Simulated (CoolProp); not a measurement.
Properties of vinyl chloride along the isotherm 156.85 °C.

Computed with CoolProp (reference Helmholtz-energy equation of state, Thol 2022).

```tsv
p (MPa)	phase	Z	cp (kJ/(kg K))	isothermal compressibility (1/MPa)
0.0266	gas	0.9985	1.091	37.65
0.0472	gas	0.9974	1.092	21.24
0.084	gas	0.9953	1.093	11.96
0.149	gas	0.9917	(withheld)	6.768
0.266	gas	0.9850	1.102	3.817
0.472	gas	(withheld)	1.113	2.178
0.84	gas	(withheld)	1.134	1.254
1.49	gas	0.9107	1.180	0.7425
2.66	gas	0.8283	1.306	0.4686
4.72	gas	0.6298	2.054	(withheld)
8.4	supercritical	0.2539	2.618	0.04489
```

### Question
Fill in the missing entries.

### Answer

- 0.149, cp (kJ/(kg K)): 1.096
- 0.472, Z: 0.9732
- 0.84, Z: 0.9514
- 4.72, isothermal compressibility (1/MPa): 0.4144
